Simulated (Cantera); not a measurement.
A freely propagating, adiabatic, planar premixed flame of CH₄ : O₂ : N₂ : H₂O = 1 : 1.67 : 6.27 : 0.24 (molar parts), equivalence ratio 1.2, unburnt at 325 K and 1.00 bar; mixture-averaged transport, grid criteria slope 0.08 and curve 0.16, no radiation.

Computed with Cantera and GRI-Mech 3.0 (53 species, 325 reactions). Burning velocities carry a grid error of a few per cent, more on coarse grids.

Task: How do the results move with these cheaper or finer settings: unity-Lewis-number transport; multicomponent transport; multicomponent+Soret transport; grid criteria slope 0.5, curve 1; grid criteria slope 0.25, curve 0.5; grid criteria slope 0.03, curve 0.06?

Result: 
```tsv
setting	laminar burning velocity	thermal thickness	peak x(HO₂)	peak x(CH₂CO)	grid points
as above	34.4 cm/s	0.500 mm	0.000114	0.000178	148
unity-Lewis-number transport	22.0 cm/s	0.681 mm	5.00e-5	0.000110	144
multicomponent transport	34.5 cm/s	0.509 mm	0.000113	0.000182	148
multicomponent+Soret transport	34.7 cm/s	0.501 mm	0.000115	0.000177	148
grid criteria slope 0.5, curve 1	39.5 cm/s	0.534 mm	0.000116	0.000171	35
grid criteria slope 0.25, curve 0.5	35.6 cm/s	0.511 mm	0.000113	0.000176	61
grid criteria slope 0.03, curve 0.06	34.1 cm/s	0.497 mm	0.000114	0.000180	371
```
The base run took roughly 12 core-seconds.
Unity Lewis numbers drop preferential diffusion, which matters most where H2 and H carry the flame; Soret adds thermal diffusion.
